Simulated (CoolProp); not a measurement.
Vapour-liquid equilibrium of CH2F2 (R32) (1) + R125 (2) at -83.65 °C; x and y are mole fractions of (1).

The numbers come from the multi-fluid Helmholtz-energy mixture model, Tillner-Roth 1997 and Lemmon 2005; pair parameters Lemmon 2004 in CoolProp.

```
x     bubble pressure (MPa)  y at the bubble point  dew pressure at overall composition x (MPa)  liquid density (mol/L)
----  ---------------------  ---------------------  -------------------------------------------  ----------------------
0.05                0.01204                      ?                                            ?                   13.95
0.2                 0.01256                  0.245                                      0.01243                       ?
0.35                0.01311                  0.412                                      0.01290                   16.22
0.5                       ?                      ?                                            ?                   17.64
0.65                0.01403                  0.692                                      0.01391                       ?
0.8                       ?                  0.817                                      0.01429                   21.38
0.95                0.01441                  0.949                                      0.01441                   23.94
```

Q: What belongs in the gaps?

A: 
- 0.05, y at the bubble point: 0.063
- 0.05, dew pressure at overall composition x (MPa): 0.01201
- 0.2, liquid density (mol/L): 15.01
- 0.5, bubble pressure (MPa): 0.01361
- 0.5, y at the bubble point: 0.560
- 0.5, dew pressure at overall composition x (MPa): 0.01341
- 0.65, liquid density (mol/L): 19.33
- 0.8, bubble pressure (MPa): 0.01432

y crosses x between x = 0.8 and 0.95: the model has an azeotrope there.

The pair parameters rest on a limited set of measurements; away from them the model extrapolates.
